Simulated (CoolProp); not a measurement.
Vapour-liquid equilibrium of methanol (1) + hexamethyldisiloxane (MM) (2) at 0.214 MPa; x and y are mole fractions of (1).

Model: multi-fluid Helmholtz-energy mixture model, de Reuck 1993 and Thol 2016; pair parameters Bell 2016, in CoolProp.

**Question.** Give the bubble temperature and the first vapour's composition at x = 0.25, 0.75, 0.85. Is there an azeotrope?

**Answer.** x = 0.25: 97.8 °C, y = 0.632; x = 0.75: 86.0 °C, y = 0.841; x = 0.85: 85.3 °C, y = 0.884. No azeotrope shows between x = 0.05 and 0.95.

The pair parameters rest on a limited set of measurements; away from them the model extrapolates.
